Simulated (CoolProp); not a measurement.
Vapour-liquid equilibrium of carbon dioxide (1) + sulfur dioxide (2) at -33.45 °C; x and y are mole fractions of (1).

The numbers come from the multi-fluid Helmholtz-energy mixture model, Span 1996 and Gao 2016; pair parameters Bell 2016 in CoolProp.

Task: Give the bubble pressure and the first vapour's composition at x = 0.05, 0.65, 0.75. Is there an azeotrope?

Result: x = 0.05: 0.1119 MPa, y = 0.727; x = 0.65: 0.8776 MPa, y = 0.980; x = 0.75: 0.9773 MPa, y = 0.986. No azeotrope shows between x = 0.05 and 0.95.

The pair parameters rest on a limited set of measurements; away from them the model extrapolates. The gap from Raoult's law changes sign with composition, which may be real or a fault of the pair parameters; it wasn't checked against measurements.
